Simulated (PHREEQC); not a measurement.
A solution holds 6.5 mmol/kgw NaOH, 9.9 mmol/kgw CO2 and 68 mmol/kgw K2CO3, at 20 °C. Closed to the air; pH follows from the charge balance.

Computed with PHREEQC (ion-association model, phreeqc.dat).

| quantity | before | after |
|---|---|---|
| pH | 10.65 | 10.41 |
| ionic strength (mol/kgw) | 0.204 | 0.200 |
| CO3-2 (mol/kgw) | 0.0627 | 0.0601 |
| HCO3- (mol/kgw) | 0.0137 | 0.0148 |
| Na+ (mol/kgw) | 0.00506 | 0.00348 |
| NaCO3- (mol/kgw) | 0.00142 | 0.00300 |

Question: Name the change that produced these shifts.
(A) NaOH from 0.0065 to 0.0013 mol/kgw
(B) temperature from 20 to 90 °C
(C) NaOH from 0.0065 to 0.00585 mol/kgw
(D) K2CO3 left out
(E) temperature from 20 to 45 °C

Answer: E, temperature from 20 to 45 °C

Precipitation was switched off in this run. Away from 25 °C the constants follow the database's enthalpies or fits; those with neither stay at their 25 °C values.
